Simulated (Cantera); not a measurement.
An adiabatic, constant-pressure homogeneous reactor starts with 12.8 % CH4, 18.3 % O2, 68.8 % N2, at 1223 K and 9.87 atm.

Model: GRI-Mech 3.0 (53 species, 325 reactions), integrated in Cantera.

**Question.** Predict: time of steepest temperature rise; temperature at 2.00 s; equilibrium temperature; x(O2) at 2.00 s; x(HCO) at 2.00 s; x(N2O) at 2.00 s.

**Answer.** 
```json
{
  "time_of_steepest_temperature_rise": "4.26 ms",
  "temperature at 2.00 s": "2675 K",
  "equilibrium_temperature": "2675 K",
  "x(O2) at 2.00 s": "0.000178 (gas-phase equilibrium 0.000178)",
  "x(HCO) at 2.00 s": "3.49e-7 (gas-phase equilibrium 3.49e-7)",
  "x(N2O) at 2.00 s": "1.28e-7 (gas-phase equilibrium 1.28e-7)"
}
```
